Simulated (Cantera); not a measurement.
A closed system holds: 1 mol (CH₃)₂SiCl₂, 0.028 mol CH₄, 360 mol H₂, 0.9 mol C₂H₄, at 1.00 Torr.

Method: chemical equilibrium by Gibbs-energy minimisation in Cantera with the NASA 1993 tables (ideal gas, pure condensed phases). Candidate condensed phases: C, C₆H₆, C₇H₈, C₈H₁₈, Si, SiC; 109 gas species. The feed counts by its element totals alone. The numbers say what is thermodynamically allowed, not how fast it happens. All values below are at 1898 K.

Base state: H₂ 0.973, H 0.0211, HCl 0.00531, C₂H₂ (acetylene) 0.000366, Si 0.000339, Cl 8.70e-5, SiH 1.07e-5 (mole fractions); condensed: C(graphite) + SiC(s).

Question: What changes in the equilibrium state with this change: pressure from 1.00 Torr to 75.0 Torr?

Answer: 
```csv
species,before,after
H₂,0.973,0.992
HCl,0.00531,0.00544
H,0.0211,0.00246
Si,0.000339,4.53e-6
CH₄,7.13e-7,5.56e-5
SiH,1.07e-5,1.24e-6
Cl,8.70e-5,1.02e-5
C₂H₂ (acetylene),0.000366,0.000373
"C(graphite), mol",2.69,2.54
"SiC(s), mol",0.860,0.996
```
